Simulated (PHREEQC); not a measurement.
Consider water at 25 °C with 0.16 mol BaBr2 per kg of water. Closed to the air; pH follows from the charge balance.

Model: ion-association model, phreeqc.dat, run in PHREEQC.

| quantity | before | after |
|---|---|---|
| pH | 6.94 | 6.85 |
| BaOH+ (mol/kgw) | 1.47e-8 | 6.49e-8 |

Task: Which change was made?
A. diluted 10-fold with water
B. temperature from 25 to 60 °C
C. BaBr2 from 0.16 to 0.144 mol/kgw
D. BaBr2 from 0.16 to 0.8 mol/kgw
E. BaBr2 from 0.16 to 0.24 mol/kgw

Result: D, BaBr2 from 0.16 to 0.8 mol/kgw

This is a speciation only: nothing precipitates in the calculation. The ionic strength passes 0.7 mol/kgw, the rough limit of the ion-association models, in after.
